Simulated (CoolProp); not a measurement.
The numbers come from the reference Helmholtz-energy equation of state, Lemmon 2006 in CoolProp. It is a short technical equation, of lower accuracy than the large ones.

Task: For carbon monoxide, give the phase and the Z, cv (kJ/(kg K)), fugacity coefficient at 163.4 K and 28 bar; 199.2 K and 28 bar.

Result: 
- 163.4 K and 28 bar: gas; Z 0.850, cv 0.789, fugacity coefficient 0.864
- 199.2 K and 28 bar: gas; Z 0.929, cv 0.764, fugacity coefficient 0.930
